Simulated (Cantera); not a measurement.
A freely propagating, adiabatic, planar premixed flame of H2 : O2 : N2 = 1 : 0.962 : 3.62 (molar parts), unburnt at 450 K and 1.00 bar; mixture-averaged transport, grid criteria slope 0.08 and curve 0.16, no radiation.

Detailed kinetics in Cantera: the H2/O2 subset of GRI-Mech 3.0, which has no nitrogen chemistry. Burning velocities carry a grid error of a few per cent, more on coarse grids. Lean hydrogen flames are cellular in practice and burn faster than this planar one.

**Question.** What does this change do: H2 1 to 0.76 parts?

**Answer.** 
| quantity | before | after |
|---|---|---|
| laminar burning velocity | 139 cm/s | 50.1 cm/s |
| thermal thickness | 0.402 mm | 0.564 mm |
| peak x(O) | 0.00591 | 0.00206 |
| peak x(OH) | 0.00641 | 0.00234 |
| peak x(HO2) | 0.000326 | 0.000229 |
